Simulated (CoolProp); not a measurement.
Vapour-liquid equilibrium of carbon dioxide (1) + n-butane (2) at 6.75 °C; x and y are mole fractions of (1).

Values from CoolProp's multi-fluid Helmholtz-energy mixture model, Span 1996 and Bücker 2006; pair parameters Kunz 2012.

```json
[
 {"x": "0.05", "bubble pressure (kPa)": "432.3", "y at the bubble point": "0.684", "dew pressure at overall composition x (kPa)": "139.6", "liquid density (mol/L)": "10.23"},
 {"x": "0.2", "bubble pressure (kPa)": "1304", "y at the bubble point": "0.890", "dew pressure at overall composition x (kPa)": "166.8", "liquid density (mol/L)": "10.56"},
 {"x": "0.35", "bubble pressure (kPa)": "1981", "y at the bubble point": "0.925", "dew pressure at overall composition x (kPa)": "206.6", "liquid density (mol/L)": "11.28"},
 {"x": "0.5", "bubble pressure (kPa)": "2464", "y at the bubble point": "0.940", "dew pressure at overall composition x (kPa)": "270.2", "liquid density (mol/L)": "12.38"},
 {"x": "0.65", "bubble pressure (kPa)": "2869", "y at the bubble point": "0.951", "dew pressure at overall composition x (kPa)": "389.2", "liquid density (mol/L)": "13.92"},
 {"x": "0.8", "bubble pressure (kPa)": "3314", "y at the bubble point": "0.965", "dew pressure at overall composition x (kPa)": "693.6", "liquid density (mol/L)": "16.03"},
 {"x": "0.95", "bubble pressure (kPa)": "3901", "y at the bubble point": "0.988", "dew pressure at overall composition x (kPa)": "2822", "liquid density (mol/L)": "18.90"}
]
```

No azeotrope shows between x = 0.05 and 0.95.

Pair parameters are fitted to limited data, so mixtures are less certain than the pure fluids. The gap from Raoult's law changes sign with composition, which may be real or a fault of the pair parameters; it wasn't checked against measurements.
